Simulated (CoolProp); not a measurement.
Normal hydrogen at 382.91 K and 0.453 MPa flows at 4.3 m/s in a round tube of 2 mm bore and 45 µm roughness, fully developed (64/Re and Nu = 3.66 if laminar; Colebrook and Gnielinski if turbulent). Each further row changes one setting.

Values from CoolProp's reference Helmholtz-energy equation of state, Leachman 2009.

```tsv
case	Reynolds number	Darcy friction factor	pressure drop (Pa/m)	heat-transfer coefficient (W/(m² K))	mass flow (kg/h)
as stated	233	0.275	?	411	?
velocity 8.6 m/s	465	0.138	728	411	0.0278
diameter 4 mm	465	0.138	?	?	?
```

Problem. Some entries are withheld; supply them.

Solution. 
- as stated, pressure drop (Pa/m): 364
- as stated, mass flow (kg/h): 0.0139
- diameter 4 mm, pressure drop (Pa/m): 91.0
- diameter 4 mm, heat-transfer coefficient (W/(m² K)): 205
- diameter 4 mm, mass flow (kg/h): 0.0557

Viscosity comes from a separate model (Muzny 2013). Thermal conductivity comes from a separate model (Assael 2011).
